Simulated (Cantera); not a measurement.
Cantera run, input and output.

```python
import numpy as np
import cantera as ct

gas = ct.Solution("h2o2.yaml")
gas.TPX = 650, 73000, {'H2': 1, 'O2': 0.357, 'N2': 1.34}
inlet = ct.Reservoir(gas, clone=True)
gas.equilibrate("HP")  # start burning
reactor = ct.IdealGasConstPressureReactor(gas, energy="on", clone=False)
exhaust = ct.Reservoir(gas, clone=True)
tau = [0.31, 0.081, 0.022, 0.0057, 0.0015, 0.0004, 0.00011, 2.8e-05, 7.3e-06][0]
for a, b in ((inlet, reactor), (reactor, exhaust)):
    ct.MassFlowController(a, b, mdot=lambda t: reactor.mass / tau)
net = ct.ReactorNet([reactor])
show = ['H2', 'O2', 'H', 'O', 'HO2', 'H2O', 'H2O2']

rows = []
print(f"{'tau/s':>10s}{'T/K':>9s}" + "".join(f"{s:>11s}" for s in show))
for tau in [0.31, 0.081, 0.022, 0.0057, 0.0015, 0.0004, 0.00011, 2.8e-05, 7.3e-06]:
    net.initial_time = 0.0
    net.advance(30 * tau)
    before = gas.X
    net.advance(40 * tau)
    drift = np.max(np.abs(gas.X - before) / (gas.X + 1e-9))
    rows.append([gas.T, *gas[show].X, drift])
    print(f"{tau:10.3e}{gas.T:9.1f}" + "".join(f"{x:11.3e}" for x in gas[show].X))
```

Output:

```
     tau/s      T/K         H2         O2          H          O        HO2        H2O       H2O2
 3.100e-01   2497.7  1.196e-01  3.190e-04  1.051e-02  3.105e-04  1.768e-07  2.962e-01  3.209e-08
 8.100e-02   2491.0  1.194e-01  3.659e-04  1.117e-02  3.490e-04  2.008e-07  2.956e-01  3.488e-08
 2.200e-02   2469.3  1.190e-01  5.267e-04  1.331e-02  4.850e-04  2.818e-07  2.937e-01  4.338e-08
 5.700e-03   2407.5  1.181e-01  1.066e-03  1.934e-02  9.616e-04  5.299e-07  2.884e-01  6.468e-08
 1.500e-03   2278.6  1.162e-01  2.492e-03  3.188e-02  2.257e-03  1.103e-06  2.778e-01  1.093e-07
 4.000e-04   2074.6  1.131e-01  5.294e-03  5.223e-02  4.691e-03  2.331e-06  2.628e-01  2.323e-07
 1.100e-04   1820.4  1.087e-01  9.720e-03  7.838e-02  7.522e-03  4.989e-06  2.462e-01  6.347e-07
 2.800e-05   1523.9  1.154e-01  2.045e-02  1.014e-01  9.037e-03  1.369e-05  2.209e-01  1.785e-06
 7.300e-06    650.0  3.708e-01  1.324e-01  2.737e-17  1.594e-19  1.131e-16 -2.438e-17 -1.368e-20
```

Model: the H2/O2 subset of GRI-Mech 3.0, which has no nitrogen chemistry, integrated in Cantera.
